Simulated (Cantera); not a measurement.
Feed: 1 mol AlN, 0.17 mol C, 0.15 mol N2, held at 1725 °C and 760 Pa.

These are equilibrium values from Cantera (NASA tables, ideal gas, pure condensed phases), not measurements of a reactor. Candidate condensed phases: Al, AlN, C; 16 gas species. Rates play no part.

Base state: N2 0.970, Al 0.0303 (mole fractions); condensed: AlN(s) + C(graphite).

Problem. What changes in the equilibrium state with this change: temperature from 1725 °C to 1825 °C?

Solution. 
| species | before | after |
|---|---|---|
| N2 | 0.970 | 0.796 |
| Al | 0.0303 | 0.204 |
| Al2 | 2.15e-6 | 5.95e-5 |
| CN | 6.21e-6 | 1.96e-5 |
| AlN(s), mol | 0.995 | 0.956 |
| C(graphite), mol | 0.170 | 0.170 |

Problem. What changes in the equilibrium state with this change: 0.065 mol CH4 added?

Solution. 
```tsv
species	before	after
N2	0.970	0.516
H2	0	0.422
Al	0.0303	0.0415
H	0	0.0120
HCN	0	0.00683
AlH	0	0.000660
HNC	0	0.000387
C2H2 (acetylene)	0	0.000320
AlN(s), mol	0.995	0.987
C(graphite), mol	0.170	0.233
```
Further candidate phases: C6H6, C7H8, C8H18.
